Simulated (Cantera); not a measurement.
Input (Python, Cantera):

```python
import numpy as np
import cantera as ct

gas = ct.Solution("gri30.yaml")


def delay(T, t_max=10):
    gas.TPX = T, 960000, {'CH4': 1, 'H2': 0.15, 'O2': 2.23, 'N2': 10.3, 'H2O': 3.1}
    reactor = ct.IdealGasReactor(gas, clone=False)
    net = ct.ReactorNet([reactor])
    net.rtol, net.atol = 1e-8, 1e-16
    while net.time < t_max:
        t_old, T_old = net.time, reactor.T
        net.step()
        if reactor.T > T + 400:  # ignition: a rise of 400 K
            return t_old + (T + 400 - T_old) / (reactor.T - T_old) * (net.time - t_old)
    return np.nan


taus = []
for T in [1425, 1500, 1575, 1650, 1725]:
    taus.append(delay(T))
    print(f"T0 = {T:6g} K   tau = {taus[-1]:.4e} s")

# d ln(tau) / d ln(k), from doubling and halving each rate constant
T, sens = 1425, []
for i in range(gas.n_reactions):
    gas.set_multiplier(2.0, i)
    up = delay(T)
    gas.set_multiplier(0.5, i)
    down = delay(T)
    gas.set_multiplier(1.0, i)
    sens.append((np.log(up / down) / np.log(4.0), gas.reaction(i).equation))
sens.sort(key=lambda x: -abs(x[0]))
print(f"sensitivities at {T} K")
for s, eq in sens[:10]:
    print(f"{s:8.3f}  {eq}")
```

It prints:

```
T0 =   1425 K   tau = 2.4503e-04 s
T0 =   1500 K   tau = 1.4052e-04 s
T0 =   1575 K   tau = 7.9970e-05 s
T0 =   1650 K   tau = 4.5545e-05 s
T0 =   1725 K   tau = 2.6336e-05 s
sensitivities at 1425 K
  -0.545  H + O2 <=> O + OH
   0.484  2 CH3 (+M) <=> C2H6 (+M)
  -0.374  CH3 + HO2 <=> CH3O + OH
   0.262  CH4 + OH <=> CH3 + H2O
  -0.226  CH3 + O2 <=> CH3O + O
  -0.166  H2 + OH <=> H + H2O
  -0.162  H + O2 + H2O <=> HO2 + H2O
   0.122  CH4 + H <=> CH3 + H2
   0.115  CH3 + H (+M) <=> CH4 (+M)
  -0.115  CH3 + O2 <=> CH2O + OH
```

Model: GRI-Mech 3.0 (53 species, 325 reactions), integrated in Cantera.
